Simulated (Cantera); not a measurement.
A closed system holds: 1 mol C₃H₆, 0.7 mol O₂, 0.93 mol N₂, 0.048 mol H₂O, held at 0.133 bar.

These are equilibrium values from Cantera (NASA tables, ideal gas, pure condensed phases), not measurements of a reactor. Candidate condensed phases: C, C₆H₆, C₇H₈, C₈H₁₈, H₂O; 136 gas species. The numbers say what is thermodynamically allowed, not how fast it happens. All values below are at 2075 °C.

Base state: H₂ 0.532, CO 0.264, N₂ 0.162, H 0.0247, HCN 0.0138, C₂H₂ (acetylene) 0.00291, HNC 0.00135, CN 2.96e-5 (mole fractions); condensed: C(graphite).

**Question.** What changes in the equilibrium state with this change: pressure from 0.133 bar to 51.0 mbar?

**Answer.** 
```
species            before    after
----------------  -------  -------
H₂                  0.532    0.521
CO                  0.264    0.262
N₂                  0.162    0.160
H                  0.0247   0.0395
HCN                0.0138   0.0137
CN                2.96e-5  4.76e-5
C₂H               6.86e-6  1.10e-5
C₂H₂ (acetylene)  0.00291  0.00284
HNC               0.00135  0.00133
C(graphite), mol     1.44     1.44
```
